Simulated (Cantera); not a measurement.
A freely propagating, adiabatic, planar premixed flame of H2 : O2 : N2 = 1 : 0.263 : 0.989 (molar parts), equivalence ratio 1.9, unburnt at 373 K and 13300 Pa; mixture-averaged transport, grid criteria slope 0.08 and curve 0.16, no radiation.

Detailed kinetics in Cantera: the H2/O2 subset of GRI-Mech 3.0, which has no nitrogen chemistry. Burning velocities carry a grid error of a few per cent, more on coarse grids.

Q: How do the results move with these cheaper or finer settings: unity-Lewis-number transport; multicomponent transport; multicomponent+Soret transport; grid criteria slope 0.5, curve 1; grid criteria slope 0.25, curve 0.5; grid criteria slope 0.03, curve 0.06?

A: 
| setting | laminar burning velocity | thermal thickness | peak x(HO2) | peak x(H) | grid points |
|---|---|---|---|---|---|
| as above | 331 cm/s | 5.36 mm | 0.000106 | 0.115 | 141 |
| unity-Lewis-number transport | 194 cm/s | 4.53 mm | 8.27e-5 | 0.116 | 127 |
| multicomponent transport | 322 cm/s | 5.40 mm | 0.000105 | 0.115 | 141 |
| multicomponent+Soret transport | 310 cm/s | 5.27 mm | 0.000106 | 0.113 | 141 |
| grid criteria slope 0.5, curve 1 | 362 cm/s | 6.94 mm | 9.95e-5 | 0.120 | 46 |
| grid criteria slope 0.25, curve 0.5 | 335 cm/s | 5.85 mm | 0.000104 | 0.116 | 77 |
| grid criteria slope 0.03, curve 0.06 | 328 cm/s | 5.24 mm | 0.000107 | 0.114 | 329 |
Unity Lewis numbers drop preferential diffusion, which matters most where H2 and H carry the flame; Soret adds thermal diffusion.
